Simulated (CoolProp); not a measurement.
R152A at 293.15 K and 0.135 MPa flows at 1.4 m/s in a round tube of 50 mm bore and 1.5 µm roughness, fully developed (64/Re and Nu = 3.66 if laminar; Colebrook and Gnielinski if turbulent). Each further row changes one setting.

The numbers come from the reference Helmholtz-energy equation of state, Outcalt 1996 in CoolProp. It is a modified Benedict-Webb-Rubin equation, recast in Helmholtz form.

```json
[
 {"case": "as stated", "Reynolds number": "24100", "Darcy friction factor": "0.0248", "pressure drop (Pa/m)": "1.83", "heat-transfer coefficient (W/(m² K))": "17.9", "mass flow (kg/h)": "37.3"},
 {"case": "velocity 2.8 m/s", "Reynolds number": "48300", "Darcy friction factor": "0.0212", "pressure drop (Pa/m)": "6.26", "heat-transfer coefficient (W/(m² K))": "31.0", "mass flow (kg/h)": "74.7"},
 {"case": "diameter 100 mm", "Reynolds number": "48300", "Darcy friction factor": "0.0211", "pressure drop (Pa/m)": "0.781", "heat-transfer coefficient (W/(m² K))": "15.5", "mass flow (kg/h)": "149"}
]
```

Viscosity comes from a separate model (Bell 2016), an estimate that may be off by 10 % or more. Thermal conductivity comes from a separate model (Krauss 1996).
